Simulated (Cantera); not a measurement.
# Abatement and gas-phase synthesis: HCl + O2

Charge: 1 mol HCl, a varied amount of O2, at 1950 K and 0.380 bar.

Method: chemical equilibrium by Gibbs-energy minimisation in Cantera with the NASA 1993 tables (ideal gas, pure condensed phases). Candidate condensed phases: H2O; 14 gas species. Equilibrium is a limit: real reactors are often held back by kinetics, nucleation or transport.

```csv
n(O2) (mol),log p O2,log p HCl,log p Cl,log p H2O,log p Cl2
0.072,-1.89,-0.52,-1.40,-1.62,-2.37
0.1,-1.68,-0.54,-1.38,-1.59,-2.32
0.14,-1.50,-0.57,-1.36,-1.58,-2.29
0.2,-1.32,-0.59,-1.35,-1.56,-2.27
0.29,-1.16,-0.63,-1.35,-1.56,-2.27
0.41,-1.03,-0.68,-1.36,-1.57,-2.29
0.58,-0.91,-0.74,-1.38,-1.59,-2.32
0.82,-0.81,-0.81,-1.41,-1.63,-2.38
1.2,-0.72,-0.90,-1.45,-1.68,-2.46
1.6,-0.66,-0.98,-1.49,-1.73,-2.55
2.3,-0.60,-1.09,-1.55,-1.80,-2.67
3.3,-0.55,-1.22,-1.63,-1.88,-2.82
4.6,-0.52,-1.35,-1.70,-1.97,-2.97
```
log p: log10 of the partial pressure in bar; nothing condenses.

From 0.072 mol O2 to 4.6 mol O2 nothing is condensed.
